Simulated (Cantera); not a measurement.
Charge: 1 mol Fe3O4, 4.9 mol C, 1.2 mol H2, held at 1225 °C and 0.100 bar.

These are equilibrium values from Cantera (NASA tables, ideal gas, pure condensed phases), not measurements of a reactor. Candidate condensed phases: C, C6H6, C7H8, C8H18, Fe, Fe(CO)5, FeO, Fe(OH)2, Fe(OH)3, Fe2O3, Fe3O4, H2O; 114 gas species. Iron dissolves carbon and melts from about 1420 K in contact with it, which pure phases cannot show. Condensed phases not in the tables: cementite and carbon dissolved in iron. Equilibrium is a limit: real reactors are often held back by kinetics, nucleation or transport.

Base state: CO 0.769, H2 0.231, CO2 3.99e-5, H2O 3.09e-5, H 2.61e-5, CH4 1.38e-5 (mole fractions); condensed: C(graphite) + Fe(γ).

### Question
What changes in the equilibrium state with this change: Fe3O4 replaced by SiO2?

### Answer
```json
[
 {"species": "H2", "before": "0.231", "after": "0.780"},
 {"species": "CO", "before": "0.769", "after": "0.219"},
 {"species": "SiO", "before": "0", "after": "0.000426"},
 {"species": "CO2", "before": "3.99e-5", "after": "3.24e-6"},
 {"species": "CH4", "before": "1.38e-5", "after": "0.000158"},
 {"species": "H", "before": "2.61e-5", "after": "4.81e-5"},
 {"species": "H2O", "before": "3.09e-5", "after": "2.98e-5"},
 {"species": "C(graphite), mol", "before": "0.900", "after": "4.39"},
 {"species": "Fe(γ), mol", "before": "3.00", "after": "0"},
 {"species": "SiC(s), mol", "before": "0", "after": "0.168"},
 {"species": "SiO2(β-quartz), mol", "before": "0", "after": "0.831"}
]
```
Mutual solubility and eutectic melting of coexisting phases are not modelled. The tables hold silica as quartz up to 1696 K and as liquid above; real silica turns to tridymite and cristobalite and melts near 1996 K. Further candidate phases: Si, SiC, SiO2.
